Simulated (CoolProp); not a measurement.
Vapour-liquid equilibrium of dimethyl ether (1) + n-pentane (2) at 57.55 °C; x and y are mole fractions of (1).

Values from CoolProp's multi-fluid Helmholtz-energy mixture model, Wu 2011 and Thol 2019; pair parameters Bell 2016.

```
x     bubble pressure, mixture model (MPa)  bubble pressure, Raoult's law (MPa)  y, mixture model  y, Raoult's law
----  ------------------------------------  -----------------------------------  ----------------  ---------------
0.05                                0.2369                               0.2583             0.189            0.265
0.2                                 0.4080                               0.4336             0.594            0.631
0.35                                0.6282                               0.6089             0.779            0.787
0.5                                 0.8383                               0.7841             0.864            0.873
0.65                                 1.012                               0.9594             0.910            0.927
0.8                                  1.160                                1.135             0.945            0.965
0.95                                 1.312                                1.310             0.984            0.992
```

The largest gap from Raoult's law is -8.3 % in bubble pressure, at x = 0.05. No azeotrope shows between x = 0.05 and 0.95.

The pair parameters rest on a limited set of measurements; away from them the model extrapolates. The gap from Raoult's law changes sign with composition, which may be real or a fault of the pair parameters; it wasn't checked against measurements.
